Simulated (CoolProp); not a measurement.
Vapour-liquid equilibrium of carbon dioxide (1) + isopentane (2) at 269.2 K; x and y are mole fractions of (1).

Values from CoolProp's multi-fluid Helmholtz-energy mixture model, Span 1996 and Lemmon 2006; pair parameters Kunz 2012.

Problem. Give the bubble pressure and the first vapour's composition at x = 0.5, 0.65, 0.8. Is there an azeotrope?

Solution. x = 0.5: 1.763 MPa, y = 0.982; x = 0.65: 2.072 MPa, y = 0.986; x = 0.8: 2.426 MPa, y = 0.990. No azeotrope shows between x = 0.05 and 0.95.

The pair parameters rest on a limited set of measurements; away from them the model extrapolates. The gap from Raoult's law changes sign with composition, which may be real or a fault of the pair parameters; it wasn't checked against measurements.
